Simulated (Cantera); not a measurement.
An adiabatic, constant-pressure homogeneous reactor starts with 17.7 % CO, 5.49 % H2, 17.1 % O2, 59.7 % N2, at 1325 K and 10.0 bar.

Cantera simulation using GRI-Mech 3.0 (53 species, 325 reactions); the numbers are that mechanism's predictions, not measurements. The hydrogen kinetics of GRI-Mech 3.0 are dated; newer H2 mechanisms differ, most at raised pressure.

One state of this run: T (K) = 2753; x CO = 0.0269; x H2 = 0.00126; x O2 = 0.0622; x NO = 0.0171; x H2O2 = 4.99e-7; x H2O = 0.0548. x: mole fraction; the columns are a selection and need not sum to one.

### Question
Which value of t (s) does it belong to?
A. 4.85e-6
B. 0.00579
C. 1.18e-5
D. 2.00e-6

### Answer
B, 0.00579
